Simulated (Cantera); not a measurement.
A closed system holds: 1 mol HMDSO, 0.17 mol H2O, 0.19 mol H2, equilibrated at 8.40 Pa.

Equilibrium computed with Cantera from the NASA thermochemical tables; the gas is ideal and each condensed phase is pure. Candidate condensed phases: C, C6H6, C7H8, C8H18, H2O, Si, SiC, SiO2; 123 gas species. The feed counts by its element totals alone. Equilibrium is a limit: real reactors are often held back by kinetics, nucleation or transport. All values below are at 877 °C.

Base state: H2 0.889, CO 0.111, SiO 3.18e-5 (mole fractions); condensed: C(graphite) + SiC(s).

Problem. What changes in the equilibrium state with this change: H2O from 0.17 to 13 mol?

Solution. 
| species | before | after |
|---|---|---|
| H2 | 0.889 | 0.672 |
| CO | 0.111 | 0.186 |
| H2O | 3.89e-7 | 0.115 |
| CO2 | 4.09e-8 | 0.0268 |
| SiO | 3.18e-5 | <1e-9 |
| C(graphite), mol | 2.83 | 0 |
| SiC(s), mol | 2.00 | 0 |
| SiO2(β-quartz), mol | 0 | 2.00 |
The tables hold silica as quartz up to 1696 K and as liquid above; real silica turns to tridymite and cristobalite and melts near 1996 K.

Problem. What changes in the equilibrium state with this change: pressure from 8.40 Pa to 1.33 mbar?

Solution. 
```tsv
species	before	after
H2	0.889	0.989
CO	0.111	0.0109
CH4	1.55e-6	3.05e-5
SiO	3.18e-5	3.13e-6
C(graphite), mol	2.83	4.43
SiC(s), mol	2.00	1.47
SiO2(β-quartz), mol	0	0.533
```
Mutual solubility and eutectic melting of coexisting phases are not modelled. The tables hold silica as quartz up to 1696 K and as liquid above; real silica turns to tridymite and cristobalite and melts near 1996 K.
